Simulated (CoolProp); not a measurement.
Vapour-liquid equilibrium of CH2F2 (R32) (1) + R152A (2) at 1580 kPa; x and y are mole fractions of (1).

Computed with CoolProp (multi-fluid Helmholtz-energy mixture model, Tillner-Roth 1997 and Outcalt 1996; pair parameters Bell 2016).

Q: Give the bubble temperature and the first vapour's composition at x = 0.05, 0.35, 0.65. Is there an azeotrope?

A: x = 0.05: 332.5 K, y = 0.093; x = 0.35: 317.7 K, y = 0.523; x = 0.65: 306.2 K, y = 0.794. No azeotrope shows between x = 0.05 and 0.95.

The pair parameters rest on a limited set of measurements; away from them the model extrapolates.
